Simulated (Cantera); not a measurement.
## Thermodynamics of carbon deposition, reforming and gasification, feed C₂H₂ + NH₃ + H₂ + H₂O

Input: 1 mol C₂H₂, 0.039 mol NH₃, 0.76 mol H₂, 0.12 mol H₂O, at 54.0 bar.

Method: chemical equilibrium by Gibbs-energy minimisation in Cantera with the NASA 1993 tables (ideal gas, pure condensed phases). Candidate condensed phases: C, C₆H₆, C₇H₈, C₈H₁₈, H₂O; 136 gas species. The ideal-gas law is rough above about 30 bar. The numbers say what is thermodynamically allowed, not how fast it happens.

From 625 °C to 2225 °C the condensed part is C(graphite). The main C-bearing gas is CH₄ at 625 °C and CO at 2225 °C. The share of C in condensed phases is highest at 1825 °C (92.0 %) and lowest at 625 °C (59.6 %).

```json
[
 {"T (°C)": "625", "x H₂": "0.199", "x CH₄": "0.685", "x H₂O": "0.0922", "x CO": "0.00339", "x N₂": "0.0163", "x C₂H₂ (acetylene)": "1.05e-11", "x HCN": "4.79e-8", "x CO₂": "0.00366", "n C(graphite)": "1.19"},
 {"T (°C)": "825", "x H₂": "0.469", "x CH₄": "0.433", "x H₂O": "0.0563", "x CO": "0.0242", "x N₂": "0.0137", "x C₂H₂ (acetylene)": "5.97e-9", "x HCN": "1.73e-6", "x CO₂": "0.00289", "n C(graphite)": "1.36"},
 {"T (°C)": "1025", "x H₂": "0.704", "x CH₄": "0.213", "x H₂O": "0.0182", "x CO": "0.0515", "x N₂": "0.0113", "x C₂H₂ (acetylene)": "3.93e-7", "x HCN": "1.82e-5", "x CO₂": "0.000758", "n C(graphite)": "1.55"},
 {"T (°C)": "1225", "x H₂": "0.829", "x CH₄": "0.0964", "x H₂O": "0.00459", "x CO": "0.0588", "x N₂": "0.0102", "x C₂H₂ (acetylene)": "7.31e-6", "x HCN": "9.57e-5", "x CO₂": "0.000126", "n C(graphite)": "1.71"},
 {"T (°C)": "1425", "x H₂": "0.883", "x CH₄": "0.0464", "x H₂O": "0.00137", "x CO": "0.0591", "x N₂": "0.00958", "x C₂H₂ (acetylene)": "6.36e-5", "x HCN": "0.000333", "x CO₂": "2.70e-5", "n C(graphite)": "1.79"},
 {"T (°C)": "1625", "x H₂": "0.905", "x CH₄": "0.0250", "x H₂O": "0.000516", "x CO": "0.0587", "x N₂": "0.00911", "x C₂H₂ (acetylene)": "0.000340", "x HCN": "0.000877", "x CO₂": "7.97e-6", "n C(graphite)": "1.83"},
 {"T (°C)": "1825", "x H₂": "0.914", "x CH₄": "0.0149", "x H₂O": "0.000233", "x CO": "0.0584", "x N₂": "0.00848", "x C₂H₂ (acetylene)": "0.00130", "x HCN": "0.00187", "x CO₂": "3.02e-6", "n C(graphite)": "1.84"},
 {"T (°C)": "2025", "x H₂": "0.915", "x CH₄": "0.00971", "x H₂O": "0.000121", "x CO": "0.0582", "x N₂": "0.00758", "x C₂H₂ (acetylene)": "0.00391", "x HCN": "0.00340", "x CO₂": "1.37e-6", "n C(graphite)": "1.83"},
 {"T (°C)": "2225", "x H₂": "0.909", "x CH₄": "0.00671", "x H₂O": "6.95e-5", "x CO": "0.0580", "x N₂": "0.00641", "x C₂H₂ (acetylene)": "0.00975", "x HCN": "0.00538", "x CO₂": "7.17e-7", "n C(graphite)": "1.81"}
]
```
x: gas mole fraction; n: condensed amount in mol.
